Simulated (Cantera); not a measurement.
Input (Python, Cantera):

```python
import numpy as np
import cantera as ct

gas = ct.Solution("gri30.yaml")


def delay(T, t_max=10):
    gas.TPX = T, 1000000, {'CO': 1, 'H2': 1.4, 'O2': 1.38, 'N2': 4.55}
    reactor = ct.IdealGasReactor(gas, clone=False)
    net = ct.ReactorNet([reactor])
    net.rtol, net.atol = 1e-8, 1e-16
    while net.time < t_max:
        t_old, T_old = net.time, reactor.T
        net.step()
        if reactor.T > T + 400:  # ignition: a rise of 400 K
            return t_old + (T + 400 - T_old) / (reactor.T - T_old) * (net.time - t_old)
    return np.nan


taus = []
for T in [1173, 1223, 1273, 1323, 1373, 1423, 1473, 1523, 1573]:
    taus.append(delay(T))
    print(f"T0 = {T:6g} K   tau = {taus[-1]:.4e} s")
```

Result:

```
T0 =   1173 K   tau = 5.9133e-05 s
T0 =   1223 K   tau = 1.6061e-05 s
T0 =   1273 K   tau = 6.7704e-06 s
T0 =   1323 K   tau = 4.0482e-06 s
T0 =   1373 K   tau = 2.8369e-06 s
T0 =   1423 K   tau = 2.1595e-06 s
T0 =   1473 K   tau = 1.7295e-06 s
T0 =   1523 K   tau = 1.4341e-06 s
T0 =   1573 K   tau = 1.2205e-06 s
```

Computed with Cantera and GRI-Mech 3.0 (53 species, 325 reactions). The hydrogen kinetics of GRI-Mech 3.0 are dated; newer H2 mechanisms differ, most at raised pressure. Where the delays flatten at high temperature, the 400 K rule measures the pace of heat release, not the induction time.
